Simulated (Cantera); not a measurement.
Input: 1 mol SiH2Cl2, 3.3 mol HCl, 280 mol H2, at 0.0100 bar.

Method: chemical equilibrium by Gibbs-energy minimisation in Cantera with the NASA 1993 tables (ideal gas, pure condensed phases). Candidate condensed phases: Si; 19 gas species. The tables' values for SiCl are old estimates; treat these amounts as uncertain. Gases not in the tables: Si2H6 and higher silanes. The numbers say what is thermodynamically allowed, not how fast it happens. All values below are at 1602 °C.

Base state: H2 0.975, HCl 0.0167, H 0.00647, Si 0.000906, SiCl2 0.000802, SiCl 8.66e-5, Cl 8.41e-5, SiH 8.29e-5 (mole fractions); condensed: Si(l).

Question: What changes in the equilibrium state with this change: H2 from 280 to 6.4 mol?

Answer: 
```csv
species,before,after
H2,0.975,0.629
HCl,0.0167,0.279
SiCl2,0.000802,0.0834
SiCl4,<1e-9,1.97e-5
SiCl3,5.00e-7,0.00108
SiHCl3,7.66e-9,1.33e-5
Cl,8.41e-5,0.00175
SiH2,4.84e-5,7.52e-6
"Si(l), mol",0.443,0
```
The tables' values for SiCl3, SiCl are old estimates; treat these amounts as uncertain.
